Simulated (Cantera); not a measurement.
Input: 1 mol Pb, 0.054 mol CO, 17 mol N₂, held at 1.00 bar.

These are equilibrium values from Cantera (NASA tables, ideal gas, pure condensed phases), not measurements of a reactor. Candidate condensed phases: C, Pb, PbO, PbO₂, Pb₃O₄; 27 gas species. Equilibrium is a limit: real reactors are often held back by kinetics, nucleation or transport. All values below are at 1075 °C.

Base state: N₂ 0.992, Pb 0.00478, CO 0.00315 (mole fractions); condensed: Pb(l).

What changes in the equilibrium state with this change: pressure from 1.00 bar to 10.0 mbar?


```tsv
species	before	after
N₂	0.992	0.942
Pb	0.00478	0.0554
CO	0.00315	0.00299
Pb(l), mol	0.918	0
```
